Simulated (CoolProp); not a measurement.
Vapour-liquid equilibrium of CH2F2 (R32) (1) + fluoroethane (R161) (2) at 9.99 bar; x and y are mole fractions of (1).

Model: multi-fluid Helmholtz-energy mixture model, Tillner-Roth 1997 and Wu 2012; pair parameters Bell 2016, in CoolProp.

```tsv
x	bubble temperature (K)	y at the bubble point	dew temperature at overall composition x (K)	liquid density (mol/L)
0.05	299.2	0.086	300.0	14.89
0.15	296.0	0.236	297.8	15.33
0.25	293.2	0.362	295.7	15.79
0.35	290.9	0.472	293.5	16.25
0.45	288.7	0.570	291.3	16.73
0.55	286.8	0.660	289.2	17.23
0.65	285.1	0.744	287.0	17.76
0.75	283.4	0.822	284.9	18.31
0.85	281.9	0.896	282.9	18.90
0.95	280.4	0.966	280.8	19.52
```

No azeotrope shows between x = 0.05 and 0.95.

Pair parameters are fitted to limited data, so mixtures are less certain than the pure fluids.
